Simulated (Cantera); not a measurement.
Input: 1 mol FeS, 1.9 mol O₂, 5.8 mol H₂O, at 0.100 bar.

Equilibrium computed with Cantera from the NASA thermochemical tables; the gas is ideal and each condensed phase is pure. Candidate condensed phases: Fe, FeO, Fe(OH)₂, Fe(OH)₃, FeS, FeSO₄, FeS₂, Fe₂O₃, Fe₂(SO₄)₃, Fe₃O₄, H₂O, H₂SO₄, S; 22 gas species. Rates play no part.

x: gas mole fraction; n: condensed amount in mol.

```csv
T (°C),x H₂O,x SO₂,x SO₃,x O₂,x OH,x H₂SO₄,n Fe₂O₃(s),n Fe₂(SO₄)₃(s)
475,0.891,0.108,0.00167,2.58e-7,2.83e-11,2.62e-5,0.404,0.0963
575,0.849,0.111,(withheld),(withheld),(withheld),(withheld),0.500,0
675,0.841,0.129,0.0163,0.0136,1.02e-7,1.07e-5,0.500,0
775,0.837,0.138,(withheld),(withheld),(withheld),(withheld),0.500,0
875,0.836,0.142,0.00255,0.0203,4.10e-6,2.31e-7,0.500,0
975,0.835,0.143,0.00116,0.0210,1.62e-5,5.08e-8,0.500,0
1075,0.835,0.143,0.000588,0.0213,5.20e-5,1.40e-8,0.500,0
1175,0.835,0.144,0.000327,0.0214,0.000142,4.66e-9,0.500,0
```

Problem. Fill in the missing entries.

Solution. 
- 775, x SO₃: 0.00627
- 775, x O₂: 0.0185
- 775, x OH: 7.89e-7
- 775, x H₂SO₄: 1.37e-6
- 575, x SO₃: 0.0350
- 575, x O₂: 0.00443
- 575, x OH: 6.85e-9
- 575, x H₂SO₄: 9.03e-5
